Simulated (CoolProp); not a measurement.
Computed with CoolProp (reference Helmholtz-energy equation of state, Lemmon 2006). It is a short technical equation, of lower accuracy than the large ones.

Problem. For toluene, give the phase and the cp (kJ/(kg K)), speed of sound (m/s), conductivity (mW/(m K)) at -28.95 °C and 32.6 kPa.

Solution. 
- -28.95 °C and 32.6 kPa: liquid; cp 1.55, speed of sound 1550, conductivity 145

Thermal conductivity comes from a separate model (Assael 2012).
